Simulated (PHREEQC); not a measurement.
## Nickel, zinc or cadmium bath: an equilibrium model

Solution (25 °C): 0.0096 mol CdCl2, 0.00011 mol NaCl and 0.014 mol MnSO4 per kg of water. Closed to the air; pH follows from the charge balance.

Model: ion-association model, wateq4f.dat, run in PHREEQC.

The pH comes out as 6.04 and the ionic strength is 0.0564 mol/kgw.

```tsv
species	molality	activity	log γ
Cl-	0.0159	0.0128	-0.094
Mn+2	0.0105	0.00490	-0.330
SO4-2	0.00837	0.00373	-0.351
Cd+2	0.00437	0.00192	-0.357
MnSO4	0.00321	0.00325	0.006
CdCl+	0.00288	0.00234	-0.089
CdSO4	0.00204	0.00206	0.006
MnCl+	0.000312	0.000255	-0.087
Cd(SO4)2-2	0.000192	8.45e-5	-0.357
CdCl2	0.000123	0.000125	0.006
Na+	0.000108	8.82e-5	-0.088
NaSO4-	2.01e-6	1.65e-6	-0.085
```

This is a speciation only: nothing precipitates in the calculation. Complexes and solids missing from the database can't appear.
